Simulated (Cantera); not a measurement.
A perfectly stirred reactor is fed with C₂H₆ : H₂ = 1 : 2.6 (molar parts), at 0.00560 bar; it is held at 1298 K, and followed from long to short residence time.

Computed with Cantera and GRI-Mech 3.0 (53 species, 325 reactions). GRI-Mech 3.0 stops at C3 and has no aromatics, soot or wall deposition, so with more carbon than oxygen in the feed, carbon stays in small species such as C2H2 where larger ones or solid carbon would form. Radical loss at walls, strong at low pressure, is not modelled.

Task: What does this change do: temperature 1298 to 1350 K?

Result: 
```tsv
quantity	before	after
x(C₂H₆) at τ = 7.40 s	0.00144	0.000757
x(H₂) at τ = 7.40 s	0.754	0.757
x(H) at τ = 7.40 s	7.86e-5	0.000125
x(C₂H₄) at τ = 7.40 s	0.0202	0.00951
x(CH₂) at τ = 7.40 s	1.05e-8	2.71e-8
x(C₂H₆) at τ = 50.0 ms	0.0860	0.0495
x(H₂) at τ = 50.0 ms	0.701	0.689
x(H) at τ = 50.0 ms	0.000147	0.000256
x(C₂H₄) at τ = 50.0 ms	0.0948	0.0915
x(CH₂) at τ = 50.0 ms	1.40e-7	3.20e-7
```
